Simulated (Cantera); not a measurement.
A closed system holds: 1 mol Cr, a varied amount of NH₃, 220 mol H₂, at 750 Torr.

Equilibrium computed with Cantera from the NASA thermochemical tables; the gas is ideal and each condensed phase is pure. Candidate condensed phases: Cr, CrN, Cr₂N; 11 gas species. Mutual solubility and eutectic melting of coexisting phases are not modelled. Kinetics and transport are ignored.

**Question.** What condenses at these points (T in K, n(NH₃) in mol): (1723, 3.3); (1498, 4.2); (1348, 2.9); (1048, 2.4); (1048, 3.8); (1873, 4.2); (1123, 2); (1348, 3.8)?

**Answer.** 
```json
[
 {"T (K)": "1723", "n(NH₃) in mol": "3.3", "condensed phases": "Cr", "Cr condensed (%)": "99.3"},
 {"T (K)": "1498", "n(NH₃) in mol": "4.2", "condensed phases": "Cr", "Cr condensed (%)": "100.0"},
 {"T (K)": "1348", "n(NH₃) in mol": "2.9", "condensed phases": "Cr + Cr₂N", "Cr condensed (%)": "100.0"},
 {"T (K)": "1048", "n(NH₃) in mol": "2.4", "condensed phases": "CrN + Cr₂N", "Cr condensed (%)": "100.0"},
 {"T (K)": "1048", "n(NH₃) in mol": "3.8", "condensed phases": "CrN", "Cr condensed (%)": "100.0"},
 {"T (K)": "1873", "n(NH₃) in mol": "4.2", "condensed phases": "Cr", "Cr condensed (%)": "94.3"},
 {"T (K)": "1123", "n(NH₃) in mol": "2", "condensed phases": "Cr₂N", "Cr condensed (%)": "100.0"},
 {"T (K)": "1348", "n(NH₃) in mol": "3.8", "condensed phases": "Cr₂N", "Cr condensed (%)": "100.0"}
]
```
